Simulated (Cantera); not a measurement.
Charge: 1 mol B2H6, 1.3 mol H2, equilibrated at 0.100 bar.

Method: chemical equilibrium by Gibbs-energy minimisation in Cantera with the NASA 1993 tables (ideal gas, pure condensed phases). Candidate condensed phases: B; 7 gas species. The feed counts by its element totals alone. Gases not in the tables: B2H6 and higher boranes. Equilibrium is a limit: real reactors are often held back by kinetics, nucleation or transport.

Problem. Which condensed phases are stable at each of these points (T (K)): 1100, 1200, 1300, 1400, 1500, 1600, 1700, 1800, 1900, 2000, 2100, 2200, 2300, 2400?

Solution. 
| T (K) | condensed phases | B condensed (%) |
|---|---|---|
| 1100 | B(s) | 100.0 |
| 1200 | B(s) | 100.0 |
| 1300 | B(s) | 100.0 |
| 1400 | B(s) | 100.0 |
| 1500 | B(s) | 100.0 |
| 1600 | B(s) | 100.0 |
| 1700 | B(s) | 100.0 |
| 1800 | B(s) | 100.0 |
| 1900 | B(s) | 99.9 |
| 2000 | B(s) | 99.9 |
| 2100 | B(s) | 99.8 |
| 2200 | B(s) | 99.7 |
| 2300 | B(s) | 99.5 |
| 2400 | B(l) | 99.3 |

From 1100 K to 2300 K the condensed part is B(s). At 2400 K the condensed part is B(l).
